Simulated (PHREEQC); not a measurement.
Alkaline etch or developer: an equilibrium model

Make-up at 25 °C: 0.0097 mol/kgw NaOH and 4.6e-05 mol/kgw H4SiO4. Closed to the air; pH follows from the charge balance.

Equilibrium calculation in PHREEQC: ion-association model, wateq4f.dat.

Each row changes one thing in this solution. Precipitation was switched off in this run.

```tsv
case	pH	ionic strength (mol/kgw)
as made	11.94	0.00970
NaOH left out	…	1.30e-7
H4SiO4 left out	11.94	0.00970
H4SiO4 replaced by H2SiF6 at the same molality	11.93	0.00970
0.0012 mol/kgw H2SeO3 added	…	0.0109
temperature from 25 to 75 °C	…	0.00970
temperature from 25 to 65 °C	…	0.00970
temperature from 25 to 40 °C	11.48	0.00970
```

Task: What belongs in the gaps?

Result: 
- NaOH left out, pH: 6.89
- 0.0012 mol/kgw H2SeO3 added, pH: 11.81
- temperature from 25 to 75 °C, pH: 10.64
- temperature from 25 to 65 °C, pH: 10.86

Away from 25 °C the constants follow the database's enthalpies or fits; those with neither stay at their 25 °C values. SiF6-2 is the database's only silicon fluoride.
